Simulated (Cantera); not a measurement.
Feed: 1 mol Al, 1.2 mol HCl, 13 mol H2, equilibrated at 8.60 Pa.

Cantera equilibrium calculation (NASA polynomials, part measured and part estimated; ideal gas, pure solids and liquids). Candidate condensed phases: Al, AlCl3; 12 gas species. Kinetics and transport are ignored.

**Question.** Which condensed phases are stable at each of these points (T (K)): 873, 923, 973, 1023, 1073, 1123, 1173, 1223, 1273, 1323, 1373, 1423, 1473?

**Answer.** 
```csv
T (K),condensed phases,Al condensed (%)
873,Al(s),6.9
923,gas only,0.0
973,gas only,0.0
1023,gas only,0.0
1073,gas only,0.0
1123,gas only,0.0
1173,gas only,0.0
1223,gas only,0.0
1273,gas only,0.0
1323,gas only,0.0
1373,gas only,0.0
1423,gas only,0.0
1473,gas only,0.0
```

At 873 K the condensed part is Al(s). From 923 K to 1473 K nothing is condensed.
